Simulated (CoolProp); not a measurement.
A single-stage vapour-compression cycle with hydrogen chloride: evaporating at 201.15 K (dew point), condensing at 267.15 K (bubble point), superheat 5 K, subcooling 2 K, compressor efficiency 0.65, no pressure losses. Each further row changes one setting.

Computed with CoolProp (reference Helmholtz-energy equation of state, Thol 2018).

| case | cooling COP | pressure ratio | discharge temperature (K) | refrigerating effect (kJ/kg) | volumetric capacity (kJ/m³) |
|---|---|---|---|---|---|
| as stated | 1.35 | 11.0 | 505.6 | 321 | 1430 |
| evaporating temperature 206.15 K | 1.55 | 8.65 | 475.1 | 323 | 1800 |
| condensing temperature 262.15 K | 1.51 | 9.56 | 482.0 | 330 | 1470 |
| subcooling 7 K | 1.39 | 11.0 | 505.6 | 330 | 1470 |
| superheat 15 K | 1.32 | 11.0 | 532.4 | 330 | 1390 |
| compressor efficiency 0.55 | 1.15 | 11.0 | 557.2 | 321 | 1430 |
